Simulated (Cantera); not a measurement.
A closed system holds: 1 mol c-C4F8, 7.9 mol H2, at 2348.15 K and 0.00133 bar.

These are equilibrium values from Cantera (NASA tables, ideal gas, pure condensed phases), not measurements of a reactor. Candidate condensed phases: C, C6H6, C7H8, C8H18; 95 gas species. The feed counts by its element totals alone. Equilibrium is a limit: real reactors are often held back by kinetics, nucleation or transport.

Base state: HF 0.618, H2 0.221, H 0.159, C2H2 (acetylene) 0.00121, F 0.000610, C2H 4.43e-5, C3 3.00e-5, C 1.35e-5 (mole fractions); condensed: C(graphite).

Task: What changes in the equilibrium state with this change: temperature from 2348.15 K to 1223.15 K?

Result: 
```json
[
 {"species": "HF", "before": "0.618", "after": "0.672"},
 {"species": "H2", "before": "0.221", "after": "0.328"},
 {"species": "H", "before": "0.159", "after": "4.73e-6"},
 {"species": "F", "before": "0.000610", "after": "<1e-9"},
 {"species": "C2H", "before": "4.43e-5", "after": "<1e-9"},
 {"species": "C(graphite), mol", "before": "3.97", "after": "4.00"}
]
```
